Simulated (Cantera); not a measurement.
A closed system holds: 1 mol AlN, 0.15 mol H₂O, at 1973 K and 0.100 bar.

Method: chemical equilibrium by Gibbs-energy minimisation in Cantera with the NASA 1993 tables (ideal gas, pure condensed phases). Candidate condensed phases: Al, AlN, Al₂O₃, H₂O; 35 gas species. Mutual solubility and eutectic melting of coexisting phases are not modelled. The tables' values for AlOH are old estimates; treat these amounts as uncertain. Condensed phases not in the tables: aluminium oxynitride. Kinetics and transport are ignored.

Base state: H₂ 0.745, N₂ 0.250, H 0.00368, Al 0.000772, Al₂O 0.000472, AlH 6.26e-5, H₂O 3.12e-5, AlOH 1.65e-5 (mole fractions); condensed: AlN(s) + Al₂O₃(s).

Q: What changes in the equilibrium state with this change: H₂O from 0.15 to 16 mol?

A: 
```csv
species,before,after
H₂O,3.12e-5,0.876
H₂,0.745,0.0909
N₂,0.250,0.0303
AlOH,1.65e-5,1.20e-8
Al,0.000772,<1e-9
Al₂O,0.000472,<1e-9
"AlN(s), mol",0.900,0
"Al₂O₃(s), mol",0.0500,0.500
```
Gases not in the tables: Al(OH)₃.

Q: What changes in the equilibrium state with this change: temperature from 1973 K to 1900 K?

A: 
```
species          before     after
-------------  --------  --------
H₂                0.745     0.748
N₂                0.250     0.250
H               0.00368   0.00217
Al             0.000772  0.000176
Al₂O           0.000472   7.22e-5
AlH             6.26e-5   1.70e-5
AlN(s), mol       0.900     0.900
Al₂O₃(s), mol    0.0500    0.0500
```
